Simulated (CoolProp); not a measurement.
Water at 293.15 K and 0.579 MPa flows at 5.5 m/s in a round tube of 4.6 mm bore and 0.25 µm roughness, fully developed (64/Re and Nu = 3.66 if laminar; Colebrook and Gnielinski if turbulent). Each further row changes one setting.

The numbers come from the reference Helmholtz-energy equation of state, Wagner 2002 in CoolProp.

| case | Reynolds number | Darcy friction factor | pressure drop (Pa/m) | heat-transfer coefficient (W/(m² K)) | mass flow (kg/h) |
|---|---|---|---|---|---|
| as stated | 25200 | 0.0246 | 80800 | 23600 | 329 |
| velocity 11 m/s | 50400 | 0.0210 | 276000 | 43300 | 657 |
| diameter 9.2 mm | 50400 | 0.0209 | 34400 | 21600 | 1310 |

Viscosity comes from a separate model (Huber 2009). Thermal conductivity comes from a separate model (Huber 2012).
